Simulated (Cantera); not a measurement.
## Thermodynamics of titanium nitride, carbide and oxide coatings, feed TiCl₄ + H₂O

Charge: 1 mol TiCl₄, 0.39 mol H₂O, equilibrated at 1923 K and 13.3 mbar.

Method: chemical equilibrium by Gibbs-energy minimisation in Cantera with the NASA 1993 tables (ideal gas, pure condensed phases). Candidate condensed phases: H₂O, Ti, TiCl₂, TiCl₃, TiCl₄, TiO, TiO₂, Ti₂O₃, Ti₃O₅, Ti₄O₇; 23 gas species. The tables' values for TiCl₂ are old estimates; treat these amounts as uncertain. Kinetics and transport are ignored.

```json
{
  "x(HCl)": "0.398",
  "x(TiCl₄)": "0.221",
  "x(TiCl₃)": "0.184",
  "x(Cl)": "0.184",
  "x(TiOCl₂)": "0.0106",
  "x(Cl₂)": "0.00152",
  "x(TiCl₂)": "0.00116",
  "x(H₂)": "0.000177",
  "x(H)": "0.000109",
  "n(TiO₂(rutile))": "0.185 mol",
  "gas_amount": "1.957 mol",
  "log10 activity of Ti₄O₇(s) (absent)": "-0.15",
  "log10 activity of Ti₃O₅(s) (absent)": "-0.24",
  "log10 activity of Ti₂O₃(s) (absent)": "-0.83"
}
```
